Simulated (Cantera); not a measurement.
Input: 1 mol CCl₄, 0.018 mol CH₄, 0.028 mol F₂, equilibrated at 1650 K and 0.0100 bar.

These are equilibrium values from Cantera (NASA tables, ideal gas, pure condensed phases), not measurements of a reactor. Candidate condensed phases: C, C₆H₆, C₇H₈, C₈H₁₈; 118 gas species. Rates play no part.

**Question.** What is the equilibrium state?

**Answer.** 
| Property | Result |
|---|---|
| x(Cl) | 0.729 |
| x(Cl₂) | 0.248 |
| x(HF) | 0.0134 |
| x(HCl) | 0.00875 |
| x(CF₄) | 0.000783 |
| x(F) | 0.000105 |
| x(CClF₃) | 0.000100 |
| x(CF₂) | 9.12e-5 |
| x(ClF) | 7.20e-5 |
| n(C(graphite)) | 1.01 mol |
| gas amount | 3.244 mol |
